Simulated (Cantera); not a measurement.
Cantera run, input and output.

```python
import numpy as np
import cantera as ct

gas = ct.Solution("gri30.yaml")
gas.TPX = 348, 500000, {'CH3OH': 1, 'O2': 1.61, 'N2': 6.06}
flame = ct.FreeFlame(gas, width=0.013)
flame.set_refine_criteria(ratio=3, slope=0.08, curve=0.16)
flame.transport_model = "mixture-averaged"
flame.solve(loglevel=0, auto=True)
z, T = flame.grid, flame.T
thick = (T[-1] - T[0]) / np.gradient(T, z).max()
show = ['CH3OH', 'O2', 'HO2', 'CH2O', 'CH3', 'NO']
print(f"laminar burning velocity  {flame.velocity[0] * 100:.3f} cm/s")
print(f"burnt temperature         {T[-1]:.1f} K")
print(f"thermal thickness         {thick * 1e3:.4f} mm")
print(f"grid points               {len(z)}")
z0 = z[flame.heat_release_rate.argmax()]
print(f"{'z/mm':>9s}{'T/K':>9s}{'u/(m/s)':>9s}" + "".join(f"{s:>11s}" for s in show))
rows = []
for k in (-3, -2, -1.5, -1, -0.5, -0.25, 0, 0.25, 0.5, 1, 2, 4, 8):
    zz = z0 + k * thick
    rows.append([k * thick, np.interp(zz, z, T), np.interp(zz, z, flame.velocity),
                 *(np.interp(zz, z, flame.X[gas.species_index(s)]) for s in show)])
    print(f"{rows[-1][0] * 1e3:9.3f}{rows[-1][1]:9.1f}{rows[-1][2]:9.3f}" + "".join(f"{x:11.3e}" for x in rows[-1][3:]))
```

Result:

```
laminar burning velocity  29.233 cm/s
burnt temperature         2228.5 K
thermal thickness         0.1105 mm
grid points               130
     z/mm      T/K  u/(m/s)      CH3OH         O2        HO2       CH2O        CH3         NO
   -0.332    348.2    0.293  1.152e-01  1.855e-01  2.770e-08  1.328e-07 -1.419e-14  1.175e-11
   -0.221    349.9    0.295  1.150e-01  1.851e-01  3.198e-07  2.289e-06 -6.942e-15  1.390e-10
   -0.166    359.9    0.304  1.145e-01  1.839e-01  2.207e-06  2.286e-05  1.645e-14  1.001e-09
   -0.111    435.8    0.371  1.104e-01  1.769e-01  2.203e-05  2.890e-04  1.703e-12  1.212e-08
   -0.055    839.5    0.736  8.132e-02  1.412e-01  2.623e-04  2.793e-03  6.242e-09  3.008e-07
   -0.028   1232.8    1.107  4.476e-02  1.044e-01  9.180e-04  6.071e-03  7.878e-07  1.383e-06
    0.000   1669.0    1.531  4.245e-03  6.146e-02  1.033e-03  3.635e-03  3.329e-05  4.230e-06
    0.028   1860.2    1.698  5.378e-06  3.807e-02  5.123e-05  1.891e-05  2.490e-06  6.959e-06
    0.055   1958.5    1.775  5.606e-09  2.881e-02  2.781e-05  5.334e-08  7.152e-08  9.500e-06
    0.111   2062.9    1.857  8.514e-12  2.226e-02  1.394e-05  2.870e-10  1.892e-10  1.347e-05
    0.221   2146.2    1.923  5.919e-16  1.789e-02  6.340e-06  6.517e-11  1.194e-14  1.877e-05
    0.442   2197.0    1.963  1.853e-17  1.524e-02  3.156e-06  2.302e-11  6.240e-17  2.532e-05
    0.884   2221.0    1.981  4.842e-18  1.394e-02  2.098e-06  9.990e-12  1.430e-17  3.407e-05
```

Detailed kinetics in Cantera: GRI-Mech 3.0 (53 species, 325 reactions). GRI-Mech 3.0 was tuned for natural gas; its chemistry of methanol as a main component is partial and can be far from experiment. Burning velocities carry a grid error of a few per cent, more on coarse grids.
